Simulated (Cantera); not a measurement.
**Equilibrium for thermal oxidation and active oxidation of silicon: Si + O₂ + H₂**

Input: 1 mol Si, 0.42 mol O₂, 650 mol H₂, held at 1927 °C and 10.0 Torr.

Cantera equilibrium calculation (NASA polynomials, part measured and part estimated; ideal gas, pure solids and liquids). Candidate condensed phases: H₂O, Si, SiO₂; 18 gas species. Rates play no part.

```yaml
x(H₂): 0.951
x(H): 0.0476
x(SiO): 0.00126
x(Si): 0.000227
x(SiH): 1.13e-5
x(SiH₂): 2.33e-6
gas_amount: 666.9 mol
log10 activity of Si(l) (absent): -2.09
```
